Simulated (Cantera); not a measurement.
A freely propagating, adiabatic, planar premixed flame of 40.3 % H2, 12.6 % O2, 47.1 % N2, equivalence ratio 1.6, unburnt at 375 K and 10.0 bar; mixture-averaged transport, grid criteria slope 0.08 and curve 0.16, no radiation.

Detailed kinetics in Cantera: the H2/O2 subset of GRI-Mech 3.0, which has no nitrogen chemistry. The hydrogen kinetics of GRI-Mech 3.0 are dated; newer H2 mechanisms differ, most at raised pressure. Burning velocities carry a grid error of a few per cent, more on coarse grids.

x: mole fraction of selected species; z is measured from the peak of heat release.

| z (mm) | T (K) | u (m/s) | x H2 | x O2 | x OH | x O | x H2O2 | x H2O |
|---|---|---|---|---|---|---|---|---|
| -0.0619 | 375 | 3.72 | 0.403 | 0.126 | <1e-8 | <1e-8 | <1e-8 | 1.64e-8 |
| -0.0413 | 375 | 3.72 | 0.403 | 0.126 | <1e-8 | <1e-8 | <1e-8 | 3.39e-7 |
| -0.0310 | 376 | 3.73 | 0.402 | 0.126 | <1e-8 | <1e-8 | 2.96e-8 | 3.93e-6 |
| -0.0206 | 381 | 3.76 | 0.399 | 0.127 | ___ | 1.16e-7 | 8.14e-7 | 8.58e-5 |
| -0.0103 | 503 | 4.79 | 0.371 | 0.130 | ___ | 8.13e-6 | 6.77e-5 | 0.00616 |
| -0.00516 | 879 | 8.04 | 0.323 | 0.118 | ___ | 0.000201 | 0.000187 | 0.0438 |
| 0 | 1330 | 11.9 | 0.263 | 0.0865 | ___ | 0.00116 | 7.67e-5 | 0.115 |
| 0.00516 | 1644 | 14.6 | 0.210 | 0.0492 | ___ | 0.00204 | 8.49e-6 | 0.186 |
| 0.0103 | 1824 | 16.1 | 0.177 | 0.0236 | ___ | 0.00190 | 3.76e-6 | 0.233 |
| 0.0206 | 1987 | 17.5 | 0.156 | 0.00523 | ___ | 0.00112 | 1.71e-6 | 0.268 |
| 0.0413 | 2103 | 18.4 | 0.155 | 0.000758 | ___ | 0.000558 | 7.10e-7 | 0.280 |
| 0.0826 | 2188 | 19.0 | 0.159 | 0.000209 | ___ | 0.000231 | 3.42e-7 | 0.284 |
| 0.165 | 2243 | 19.4 | 0.162 | 7.10e-5 | ___ | 7.90e-5 | 1.53e-7 | 0.287 |

Task: Some entries are withheld; supply them.

Result: 
- -0.0206, x OH: 1.99e-8
- -0.0103, x OH: 3.55e-5
- -0.00516, x OH: 0.000972
- 0, x OH: 0.00197
- 0.00516, x OH: 0.00355
- 0.0103, x OH: 0.00485
- 0.0206, x OH: 0.00570
- 0.0413, x OH: 0.00503
- 0.0826, x OH: 0.00357
- 0.165, x OH: 0.00220
